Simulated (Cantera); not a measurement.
Mixture: H₂ : O₂ : N₂ = 1 : 0.667 : 2.51 (molar parts), at 1.50 bar, adiabatic and at constant volume. Ignition delay is the time to a rise of 400 K.

Detailed kinetics in Cantera: GRI-Mech 3.0 (53 species, 325 reactions). Where the delays flatten at high temperature, the 400 K rule measures the pace of heat release, not the induction time.

Task: What does this change do: H2 1 to 0.75 parts?

Result: 
```json
[
 {"quantity": "delay at 1175 K", "before": "36.2 µs", "after": "37.4 µs"},
 {"quantity": "delay at 1375 K", "before": "14.3 µs", "after": "15.2 µs"},
 {"quantity": "delay at 1575 K", "before": "8.76 µs", "after": "9.85 µs"},
 {"quantity": "delay at 1775 K", "before": "7.39 µs", "after": "8.89 µs"},
 {"quantity": "delay at 1975 K", "before": "7.82 µs", "after": "9.97 µs"}
]
```
